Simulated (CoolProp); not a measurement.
Aqueous potassium carbonate as a coolant, 12 % by mass, freezing at -4.5 °C, 1 atm.

The numbers come from the Melinder's fits for secondary coolants in CoolProp.

| T (°C) | density (kg/m³) | viscosity (mPa s) | conductivity (W/(m K)) | Prandtl number |
|---|---|---|---|---|
| -1.8 | 1117 | 2.37 | 0.551 | 15.4 |
| 1.8 | 1116 | 2.12 | 0.557 | 13.7 |
| 5.3 | 1115 | 1.92 | 0.562 | 12.3 |
| 8.9 | 1114 | 1.75 | 0.568 | 11.0 |
| 12.4 | 1113 | 1.60 | 0.574 | 10.0 |
| 16 | 1112 | 1.47 | 0.580 | 9.13 |
| 19.6 | 1110 | 1.35 | 0.586 | 8.35 |
| 23.1 | 1109 | 1.25 | 0.592 | 7.68 |
| 26.7 | 1107 | 1.16 | 0.598 | 7.06 |
| 30.2 | 1106 | 1.08 | 0.604 | 6.53 |
